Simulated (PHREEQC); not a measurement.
1 kg of water meets 20 L of dry gas (H2 1 by moles) at fixed total pressure, at 5 atm; fugacities by Peng-Robinson. The gases take part in no redox reaction, some water evaporates into the gas, and hydrates or a liquid gas phase aren't modelled. Nothing may precipitate in this run.

All values are PHREEQC results (ion-association model, phreeqc.dat), not measurements.

```tsv
T (°C)	dissolved H2 (mol/kgw)	φ of H2
10	0.00438	1.001
20	0.00405	1.001
30	0.00382	1.001
40	0.00366	1.001
50	0.00355	1.001
60	0.00348	1.001
70	0.00342	1.002
80	0.00336	1.002
90	0.00328	1.002
```

Species that the database lacks are ignored. At this temperature some constants are extrapolated from 25 °C, and those without enthalpy data are left unchanged.
